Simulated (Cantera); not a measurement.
Feed: 1 mol FeS₂, 2100 mol H₂, held at 2148.15 K and 0.133 bar.

These are equilibrium values from Cantera (NASA tables, ideal gas, pure condensed phases), not measurements of a reactor. Candidate condensed phases: Fe, FeS, FeS₂, S; 8 gas species. Equilibrium is a limit: real reactors are often held back by kinetics, nucleation or transport.

Base state: H₂ 0.987, H 0.0114, H₂S 0.000510, Fe 0.000473, SH 0.000337, S 7.51e-5, S₂ 1.22e-5 (mole fractions); condensed: gas only.

**Question.** What changes in the equilibrium state with this change: FeS₂ replaced by Nb₂O₅?

**Answer.** 
```json
[
 {"species": "H₂", "before": "0.987", "after": "0.986"},
 {"species": "H", "before": "0.0114", "after": "0.0113"},
 {"species": "H₂O", "before": "0", "after": "0.00229"},
 {"species": "H₂S", "before": "0.000510", "after": "0"},
 {"species": "NbO₂", "before": "0", "after": "3.07e-5"},
 {"species": "Fe", "before": "0.000473", "after": "0"},
 {"species": "SH", "before": "0.000337", "after": "0"},
 {"species": "S", "before": "7.51e-5", "after": "0"},
 {"species": "S₂", "before": "1.22e-5", "after": "0"},
 {"species": "NbO", "before": "0", "after": "1.09e-5"},
 {"species": "Nb(s), mol", "before": "0", "after": "1.91"}
]
```
Condensed phases not in the tables: N, O or C dissolved in the metal. Further candidate phases: H₂O, Nb, NbO, NbO₂, Nb₂O₅.
